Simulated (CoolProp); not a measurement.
Vapour-liquid equilibrium of CHF3 (R23) (1) + R11 (2) at 247.6 K; x and y are mole fractions of (1).

Computed with CoolProp (multi-fluid Helmholtz-energy mixture model, Penoncello 2003 and Jacobsen 1992; pair parameters Bell 2016).

```json
[
 {"x": "0.05", "bubble pressure, mixture model (bar)": "1.812", "bubble pressure, Raoult's law (bar)": "0.6958", "y, mixture model": "0.934", "y, Raoult's law": "0.840"},
 {"x": "0.2", "bubble pressure, mixture model (bar)": "5.943", "bubble pressure, Raoult's law (bar)": "2.431", "y, mixture model": "0.979", "y, Raoult's law": "0.961"},
 {"x": "0.35", "bubble pressure, mixture model (bar)": "8.242", "bubble pressure, Raoult's law (bar)": "4.166", "y, mixture model": "0.985", "y, Raoult's law": "0.982"},
 {"x": "0.5", "bubble pressure, mixture model (bar)": "9.118", "bubble pressure, Raoult's law (bar)": "5.901", "y, mixture model": "0.986", "y, Raoult's law": "0.990"},
 {"x": "0.65", "bubble pressure, mixture model (bar)": "9.437", "bubble pressure, Raoult's law (bar)": "7.636", "y, mixture model": "0.987", "y, Raoult's law": "0.995"},
 {"x": "0.8", "bubble pressure, mixture model (bar)": "9.918", "bubble pressure, Raoult's law (bar)": "9.371", "y, mixture model": "0.989", "y, Raoult's law": "0.997"},
 {"x": "0.95", "bubble pressure, mixture model (bar)": "11.07", "bubble pressure, Raoult's law (bar)": "11.11", "y, mixture model": "0.995", "y, Raoult's law": "0.999"}
]
```

The largest gap from Raoult's law is +160.4 % in bubble pressure, at x = 0.05. No azeotrope shows between x = 0.05 and 0.95.

Pair parameters are fitted to limited data, so mixtures are less certain than the pure fluids. With so large a gap from Raoult's law the liquid may split in two, which this calculation doesn't test in full.
